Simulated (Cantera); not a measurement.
An isothermal, constant-pressure homogeneous reactor starts with H2 : O2 = 0.33 : 1 (molar parts), equivalence ratio 0.17, at 950 K and 0.0247 atm.

Computed with Cantera and the H2/O2 subset of GRI-Mech 3.0, which has no nitrogen chemistry. Radical loss at walls, strong at low pressure, is not modelled. The temperature is held fixed by assumption; the heat of reaction is taken as removed at once.

x: mole fraction; the columns are a selection and need not sum to one.

```tsv
t (s)	x H2	x O2	x HO2	x O	x H	x H2O2
0.000100	0.248	0.752	8.19e-11	2.19e-11	8.82e-11	<1e-12
0.000238	0.248	0.752	2.04e-10	1.29e-10	3.71e-10	<1e-12
0.000568	0.248	0.752	7.17e-10	2.13e-9	5.60e-9	<1e-12
0.00135	0.248	0.752	[?]	[?]	[?]	4.40e-11
0.00323	0.0528	0.682	3.19e-5	0.0213	0.0742	1.04e-6
0.00769	0.00297	0.715	3.11e-5	0.00180	0.000948	1.56e-6
0.0183	0.000623	0.717	1.21e-5	0.000225	3.12e-5	9.13e-7
0.0437	0.000159	0.717	4.36e-6	4.78e-5	3.08e-6	5.09e-7
0.104	[?]	0.717	[?]	[?]	[?]	[?]
0.248	5.70e-6	0.717	3.07e-7	2.44e-6	3.68e-8	1.16e-7
0.591	7.41e-7	0.717	7.61e-8	6.16e-7	4.35e-9	5.09e-8
1.41	8.80e-8	0.717	2.22e-8	1.82e-7	6.62e-10	2.22e-8
3.36	1.66e-8	0.717	7.75e-9	6.23e-8	1.29e-10	9.99e-9
8.00	5.21e-9	0.717	3.00e-9	2.32e-8	2.92e-11	4.56e-9
```

**Question.** Fill in the missing entries.

**Answer.** 
- 0.00135, x HO2: 1.32e-7
- 0.00135, x O: 1.03e-6
- 0.00135, x H: 2.69e-6
- 0.104, x H2: 3.42e-5
- 0.104, x HO2: 1.26e-6
- 0.104, x O: 1.08e-5
- 0.104, x H: 3.44e-7
- 0.104, x H2O2: 2.52e-7
